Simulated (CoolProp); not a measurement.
Saturation properties of isobutene.

Values from CoolProp's reference Helmholtz-energy equation of state, Lemmon 2005. It is a short technical equation, of lower accuracy than the large ones.

| T (°C) | p (MPa) | liquid density (kg/m³) | vapour Z |
|---|---|---|---|
| -63.35 | (withheld) | 687.3 | 0.9942 |
| -53.95 | 0.01014 | (withheld) | 0.9911 |
| -44.55 | 0.01756 | 667.6 | 0.9870 |
| -35.05 | 0.02907 | (withheld) | 0.9816 |
| -25.65 | 0.04582 | 647.2 | 0.9749 |
| -16.15 | 0.06980 | 636.8 | 0.9667 |
| -6.75 | 0.1023 | (withheld) | 0.9569 |
| 2.65 | 0.1456 | 615.4 | 0.9455 |
| 12.15 | 0.2026 | 604.2 | 0.9320 |
| 21.55 | 0.2743 | 592.7 | (withheld) |
| 30.95 | 0.3638 | 580.9 | (withheld) |
| 40.45 | 0.4749 | 568.5 | 0.8799 |

### Question
Some entries are withheld; supply them.

### Answer

- -63.35, p (MPa): 0.005522
- -53.95, liquid density (kg/m³): 677.5
- -35.05, liquid density (kg/m³): 657.4
- -6.75, liquid density (kg/m³): 626.2
- 21.55, vapour Z: 0.9168
- 30.95, vapour Z: 0.8995

It boils at -7.0 °C under 1 atm.
